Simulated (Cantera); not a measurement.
A freely propagating, adiabatic, planar premixed flame of C₃H₈ : O₂ : N₂ = 1 : 4.17 : 19.6 (molar parts), equivalence ratio 1.2, unburnt at 400 K and 10.0 bar; mixture-averaged transport, grid criteria slope 0.08 and curve 0.16, no radiation.

Computed with Cantera and GRI-Mech 3.0 (53 species, 325 reactions). GRI-Mech 3.0 was tuned for natural gas; its chemistry of propane as a main component is partial and can be far from experiment. Burning velocities carry a grid error of a few per cent, more on coarse grids.

x: mole fraction of selected species; z is measured from the peak of heat release.

```tsv
z (mm)	T (K)	u (m/s)	x C₃H₈	x O₂	x CH₄	x H₂O	x NO	x O
-0.267	401	0.191	0.0403	0.168	2.62e-6	0.000113	<1e-8	<1e-8
-0.178	407	0.194	0.0402	0.167	2.75e-5	0.00110	<1e-8	<1e-8
-0.133	430	0.206	0.0400	0.165	0.000112	0.00421	2.88e-8	<1e-8
-0.0889	(withheld)	0.270	0.0386	0.152	(withheld)	(withheld)	(withheld)	<1e-8
-0.0445	(withheld)	0.506	(withheld)	(withheld)	(withheld)	(withheld)	(withheld)	(withheld)
-0.0222	1395	0.711	0.00940	0.0658	0.00328	0.0915	1.17e-5	5.80e-6
0	1763	0.911	0.000140	0.0259	0.00225	0.119	2.18e-5	0.000101
0.0222	1932	0.996	1.53e-8	0.00749	0.000429	0.130	3.71e-5	0.000168
0.0445	1985	1.02	<1e-8	0.00221	6.12e-5	0.132	4.86e-5	0.000137
0.0889	2017	1.03	<1e-8	0.000378	2.63e-6	0.132	5.70e-5	6.14e-5
0.178	2035	1.04	<1e-8	7.09e-5	9.03e-8	0.132	6.06e-5	1.72e-5
0.356	2044	1.05	<1e-8	1.41e-5	<1e-8	0.133	6.17e-5	3.58e-6
0.712	2047	1.05	<1e-8	2.95e-6	<1e-8	0.133	6.17e-5	7.91e-7
```

Problem. Fill in the missing entries.

Solution. 
- -0.0889, T (K): 557
- -0.0889, x CH₄: 0.000549
- -0.0889, x H₂O: 0.0185
- -0.0889, x NO: 3.03e-7
- -0.0445, T (K): 1015
- -0.0445, x C₃H₈: 0.0261
- -0.0445, x O₂: 0.106
- -0.0445, x CH₄: 0.00211
- -0.0445, x H₂O: 0.0604
- -0.0445, x NO: 4.49e-6
- -0.0445, x O: 8.54e-8
